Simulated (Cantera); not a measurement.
An isothermal, constant-pressure homogeneous reactor starts with C2H6 : N2 = 1 : 5.2 (molar parts), at 1125 K and 1330 Pa.

Computed with Cantera and GRI-Mech 3.0 (53 species, 325 reactions). GRI-Mech 3.0 stops at C3 and has no aromatics, soot or wall deposition, so with more carbon than oxygen in the feed, carbon stays in small species such as C2H2 where larger ones or solid carbon would form. Radical loss at walls, strong at low pressure, is not modelled.

Task: Predict: x(C2H6) at 50.0 s; x(CH4) at 50.0 s; x(C2H2) at 50.0 s; x(H) at 50.0 s; x(H2) at 50.0 s.

Result: 
```
Property                                             Value
-----------------  ---------------------------------------
x(C2H6) at 50.0 s  5.66e-5 (gas-phase equilibrium 6.15e-6)
x(CH4) at 50.0 s     0.0242 (gas-phase equilibrium 0.0483)
x(C2H2) at 50.0 s    0.0494 (gas-phase equilibrium 0.0655)
x(H) at 50.0 s     4.49e-7 (gas-phase equilibrium 1.64e-7)
x(H2) at 50.0 s        0.159 (gas-phase equilibrium 0.178)
```
